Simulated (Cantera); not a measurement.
Input (Python, Cantera) and output of one run.

```python
import numpy as np
import cantera as ct

gas_names = """
    H HO2 H2 H2O H2O2 O OH O2 O3 Ti TiO TiO2
""".split()
cond_names = """
    H2O(s) H2O(L) Ti(a) Ti(b) Ti(L) TiO(a) TiO(b) TiO(L) TiO2(ru) TiO2(L) Ti2O3(a) Ti2O3(b) Ti2O3(L)
    Ti3O5(a) Ti3O5(b) Ti3O5(L) Ti4O7(s) Ti4O7(L)
""".split()


# ... load() reads the species with a 1 bar reference pressure and builds the phases ...
atoms = {
    'TiO2': {'Ti': 1, 'O': 2},
    'H2': {'H': 2},
}
top_T = {}  # K; cautious upper limits of use, not melting points


# ... equilibrate(T, P, feed) seeds the gas with the atoms and calls Mixture.equilibrate('TP', solver="vcs", rtol=1e-11, max_steps=5000) ...
results = []
feed = {'TiO2': 1, 'H2': 69}  # mol
P = 100000  # Pa
for T in [1200, 1250, 1300, 1350, 1400, 1450, 1500]:
    mix = equilibrate(T, P, feed)
    results.append((T, P, feed, dict(zip(mix.species_names, mix.species_moles))))
    x = sorted(zip(gas.X, gas.species_names), reverse=True)
    print(f"T = {T:g} K  P = {P:g} Pa  gas = {mix.phase_moles(0):.4g} mol")
    print("   x: " + "  ".join(f"{s} {v:.3e}" for v, s in x if v > 0.001))
    print("   condensed (mol): " + ("  ".join(f"{mix.phase(i).name} {mix.phase_moles(i):.4g}"
          for i in range(1, mix.n_phases) if mix.phase_moles(i) > 1e-12) or "none"))
```

It prints:

```
T = 1200 K  P = 100000 Pa  gas = 69 mol
   x: H2 9.989e-01  H2O 1.062e-03
   condensed (mol): TiO2(ru) 0.707  Ti4O7(s) 0.07326
T = 1250 K  P = 100000 Pa  gas = 69 mol
   x: H2 9.982e-01  H2O 1.816e-03
   condensed (mol): TiO2(ru) 0.4988  Ti4O7(s) 0.1253
T = 1300 K  P = 100000 Pa  gas = 69 mol
   x: H2 9.970e-01  H2O 2.985e-03
   condensed (mol): TiO2(ru) 0.1762  Ti4O7(s) 0.2059
T = 1350 K  P = 100000 Pa  gas = 69 mol
   x: H2 9.964e-01  H2O 3.623e-03
   condensed (mol): Ti4O7(s) 0.25
T = 1400 K  P = 100000 Pa  gas = 69 mol
   x: H2 9.964e-01  H2O 3.623e-03
   condensed (mol): Ti4O7(s) 0.25
T = 1450 K  P = 100000 Pa  gas = 69 mol
   x: H2 9.964e-01  H2O 3.623e-03
   condensed (mol): Ti4O7(s) 0.25
T = 1500 K  P = 100000 Pa  gas = 69 mol
   x: H2 9.957e-01  H2O 4.258e-03
   condensed (mol): Ti3O5(b) 0.1752  Ti4O7(s) 0.1186
```

Cantera equilibrium calculation (NASA polynomials, part measured and part estimated; ideal gas, pure solids and liquids). Mutual solubility and eutectic melting of coexisting phases are not modelled. Condensed phases not in the tables: Magnéli phases beyond Ti4O7.
